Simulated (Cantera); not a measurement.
A perfectly stirred reactor is fed with C₂H₆ : N₂ = 1 : 1.2 (molar parts), at 345 Torr; it is held at 1275 K, and followed from long to short residence time.

Computed with Cantera and GRI-Mech 3.0 (53 species, 325 reactions). GRI-Mech 3.0 stops at C3 and has no aromatics, soot or wall deposition, so with more carbon than oxygen in the feed, carbon stays in small species such as C2H2 where larger ones or solid carbon would form.

**Question.** What does this change do: pressure from 345 Torr to 0.158 Torr?

**Answer.** 
| quantity | before | after |
|---|---|---|
| x(C₂H₆) at τ = 0.680 s | 0.00519 | 0.222 |
| x(H₂) at τ = 0.680 s | 0.320 | 0.0973 |
| x(C₂H₂) at τ = 0.680 s | 0.125 | 0.0126 |
| x(CH₂) at τ = 0.680 s | 3.14e-10 | 9.31e-7 |
| x(CH₄) at τ = 0.680 s | 0.0879 | 0.0804 |
| x(C₂H₆) at τ = 35.0 ms | 0.0435 | 0.449 |
| x(H₂) at τ = 35.0 ms | 0.261 | 0.00234 |
| x(C₂H₂) at τ = 35.0 ms | 0.0534 | 3.29e-6 |
| x(CH₂) at τ = 35.0 ms | 1.66e-9 | 8.08e-8 |
| x(CH₄) at τ = 35.0 ms | 0.0686 | 0.000860 |
Radical loss at walls, strong at low pressure, is not modelled.

**Question.** What does this change do: temperature 1275 to 1400 K?

**Answer.** 
```tsv
quantity	before	after
x(C₂H₆) at τ = 0.680 s	0.00519	0.00100
x(H₂) at τ = 0.680 s	0.320	0.368
x(C₂H₂) at τ = 0.680 s	0.125	0.188
x(CH₂) at τ = 0.680 s	3.14e-10	2.28e-9
x(CH₄) at τ = 0.680 s	0.0879	0.0871
x(C₂H₆) at τ = 35.0 ms	0.0435	0.00848
x(H₂) at τ = 35.0 ms	0.261	0.332
x(C₂H₂) at τ = 35.0 ms	0.0534	0.149
x(CH₂) at τ = 35.0 ms	1.66e-9	1.47e-8
x(CH₄) at τ = 35.0 ms	0.0686	0.0911
```

**Question.** What does this change do: pressure from 345 Torr to 100.0 Torr?

**Answer.** 
| quantity | before | after |
|---|---|---|
| x(C₂H₆) at τ = 0.680 s | 0.00519 | 0.00579 |
| x(H₂) at τ = 0.680 s | 0.320 | 0.348 |
| x(C₂H₂) at τ = 0.680 s | 0.125 | 0.149 |
| x(CH₂) at τ = 0.680 s | 3.14e-10 | 1.35e-9 |
| x(CH₄) at τ = 0.680 s | 0.0879 | 0.0747 |
| x(C₂H₆) at τ = 35.0 ms | 0.0435 | 0.0718 |
| x(H₂) at τ = 35.0 ms | 0.261 | 0.233 |
| x(C₂H₂) at τ = 35.0 ms | 0.0534 | 0.0429 |
| x(CH₂) at τ = 35.0 ms | 1.66e-9 | 8.36e-9 |
| x(CH₄) at τ = 35.0 ms | 0.0686 | 0.0704 |
